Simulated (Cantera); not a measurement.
An isothermal, constant-pressure homogeneous reactor starts with H₂ : O₂ : N₂ = 1.9 : 1 : 19 (molar parts), equivalence ratio 0.95, at 1375 K and 0.987 atm. Integrator tolerance rtol = 1e-08.

Detailed kinetics in Cantera: GRI-Mech 3.0 (53 species, 325 reactions). The temperature is held fixed by assumption; the heat of reaction is taken as removed at once.

Task: What does this change do: N2 19 to 150 parts?

Result: 
| quantity | before | after |
|---|---|---|
| x(H₂) at 1.00 s | 6.05e-7 (gas-phase equilibrium 5.76e-7) | 1.31e-6 (gas-phase equilibrium 2.17e-7) |
| x(O₂) at 1.00 s | 0.00238 (gas-phase equilibrium 0.00235) | 0.000326 (gas-phase equilibrium 0.000315) |
| x(HO₂) at 1.00 s | 2.50e-9 (gas-phase equilibrium 2.40e-9) | 1.41e-9 (gas-phase equilibrium 1.98e-10) |
| x(OH) at 1.00 s | 7.65e-6 (gas-phase equilibrium 7.42e-6) | 4.13e-6 (gas-phase equilibrium 1.67e-6) |
| x(H₂O) at 1.00 s | 0.0907 (gas-phase equilibrium 0.0907) | 0.0125 (gas-phase equilibrium 0.0125) |
| x(O) at 1.00 s | 3.30e-8 (gas-phase equilibrium 3.11e-8) | 7.00e-8 (gas-phase equilibrium 1.14e-8) |
